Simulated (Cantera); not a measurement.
Input (Python, Cantera) and output of one run.

```python
import numpy as np
import cantera as ct

gas_names = """
    Cr CrN N N2
""".split()
cond_names = """
    Cr(cr) Cr(L) CrN(s) Cr2N(s)
""".split()


# ... load() reads the species with a 1 bar reference pressure and builds the phases ...
atoms = {
    'Cr': {'Cr': 1},
    'N2': {'N': 2},
}
top_T = {'CrN(s)': 1900, 'Cr2N(s)': 1900}  # K; cautious upper limits of use, not melting points


# ... equilibrate(T, P, feed) seeds the gas with the atoms and calls Mixture.equilibrate('TP', solver="vcs", rtol=1e-11, max_steps=5000) ...
results = []
feed = {'Cr': 1, 'N2': 0.52}  # mol
T = 2050  # K
P = 23  # Pa
mix = equilibrate(T, P, feed)
results.append((T, P, feed, dict(zip(mix.species_names, mix.species_moles))))
print(gas.report(threshold=1e-05))
for i in range(1, mix.n_phases):
    print(f"{mix.phase(i).name:16s} {mix.phase_moles(i):12.5e} mol")
```

Result:

```
       temperature   2050 K
          pressure   23 Pa
           density   5.9092e-05 kg/m^3
  mean mol. weight   43.792 kg/kmol
   phase of matter   gas

                          1 kg             1 kmol
                     ---------------   ---------------
          enthalpy        6.9959e+06        3.0636e+08  J
   internal energy        6.6067e+06        2.8932e+08  J
           entropy              6924        3.0321e+05  J/K
    Gibbs function       -7.1983e+06       -3.1523e+08  J
 heat capacity c_p            653.86             28634  J/K
 heat capacity c_v               464             20319  J/K

                      mass frac. Y      mole frac. X     chem. pot. / RT
                     ---------------   ---------------   ---------------
                Cr           0.78115           0.65789           -9.1445
                N2           0.21885           0.34211           -36.474
     [   +2 minor]         1.273e-07        1.3989e-07

Cr(cr)            0.00000e+00 mol
```

Method: chemical equilibrium by Gibbs-energy minimisation in Cantera with the NASA 1993 tables (ideal gas, pure condensed phases).
